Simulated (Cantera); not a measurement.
Sublimation and decomposition of ceramics: Si₃N₄ + C + H₂ + Si

Input: 1 mol Si₃N₄, a varied amount of C, 0.044 mol H₂, 0.0019 mol Si, at 2225 K and 740000 Pa.

Equilibrium computed with Cantera from the NASA thermochemical tables; the gas is ideal and each condensed phase is pure. Candidate condensed phases: C, C₆H₆, C₇H₈, C₈H₁₈, Si, SiC, Si₃N₄; 105 gas species. Mutual solubility and eutectic melting of coexisting phases are not modelled. The tables' values for SiN are old estimates; treat these amounts as uncertain. Gases not in the tables: Si₂H₆ and higher silanes. Rates play no part.

From 0.0036 mol C to 0.028 mol C the condensed part is Si(l) + SiC(s) + Si₃N₄(s). From 0.039 mol C to 0.15 mol C the condensed part is SiC(s) + Si₃N₄(s). The main Si-bearing gas is SiH₂ throughout.

```tsv
n(C) (mol)	log p N₂	log p H₂	log p HCN	log p H	log p HNC	n Si(l)	n SiC(s)	n Si₃N₄(s)
0.0036	0.36	0.70	-1.89	-1.84	-2.98	0.0286	0.00347	0.990
0.0051	0.36	0.70	-1.89	-1.84	-2.98	0.0271	0.00497	0.990
0.0072	0.36	0.70	-1.89	-1.84	-2.98	0.0250	0.00707	0.990
0.01	0.36	0.70	-1.89	-1.84	-2.98	0.0222	0.00987	0.990
0.014	0.36	0.70	-1.89	-1.84	-2.98	0.0182	0.0139	0.990
0.02	0.36	0.70	-1.89	-1.84	-2.98	0.0122	0.0199	0.990
0.028	0.36	0.70	-1.89	-1.84	-2.98	0.00417	0.0279	0.990
0.039	0.42	0.67	-1.84	-1.85	-2.92	0	0.0388	0.988
0.055	0.52	0.61	-1.76	-1.88	-2.84	0	0.0548	0.982
0.077	0.59	0.54	-1.70	-1.92	-2.79	0	0.0767	0.975
0.11	0.66	0.45	-1.67	-1.97	-2.76	0	0.110	0.964
0.15	0.71	0.36	-1.66	-2.01	-2.75	0	0.150	0.951
```
log p: log10 of the partial pressure in bar; n: condensed amount in mol.
